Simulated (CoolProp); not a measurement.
R142b at several states: Z from the reference equation and from simpler models built on Tc = 410.3 K, pc = 4.055 MPa, ω = 0.232; each cubic takes its own stable root.

Model: reference Helmholtz-energy equation of state, Lemmon 2006, in CoolProp. It is a short technical equation, of lower accuracy than the large ones.

```csv
T (K),p (MPa),phase,reference,van der Waals,Redlich-Kwong,Soave-Redlich-Kwong
396.1,1.15,gas,0.8798,0.8999,___,___
438.2,19.6,supercritical,___,0.8568,0.6917,0.7018
247.3,3.73,liquid,0.1474,0.2433,0.1667,___
339,21.2,liquid,0.6947,1.043,0.7671,0.7539
341.6,17.2,liquid,0.5692,___,0.6333,___
251.5,0.519,liquid,0.02042,0.03415,0.02322,0.02259
```

Question: Complete the blanks.

Answer: 
- 396.1, Redlich-Kwong: 0.8841
- 396.1, Soave-Redlich-Kwong: 0.8822
- 438.2, reference: 0.6339
- 247.3, Soave-Redlich-Kwong: 0.1627
- 341.6, van der Waals: 0.8592
- 341.6, Soave-Redlich-Kwong: 0.6211
